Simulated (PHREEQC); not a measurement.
## Acid rinse or clean: speciation

Solution (25 °C): 18 mmol/kgw HCl, 84 mmol/kgw ZnSO4 and 5.6 mmol/kgw MgCl2. Closed to the air; pH follows from the charge balance.

Model: ion-association model, wateq4f.dat, run in PHREEQC.

```
Item                      Value
----------------  -------------
pH                         2.13
ionic strength    0.196 mol/kgw
total alkalinity   -18.0 meq/kg
```

| species | molality | activity | log γ |
|---|---|---|---|
| Zn+2 | 0.0462 | 0.0152 | -0.482 |
| ZnSO4 | 0.0296 | 0.0310 | 0.020 |
| SO4-2 | 0.0295 | 0.00868 | -0.530 |
| Cl- | 0.0280 | 0.0200 | -0.147 |
| H+ | 0.00936 | 0.00747 | -0.098 |
| HSO4- | 0.00864 | 0.00631 | -0.136 |

This is a speciation only: nothing precipitates in the calculation.
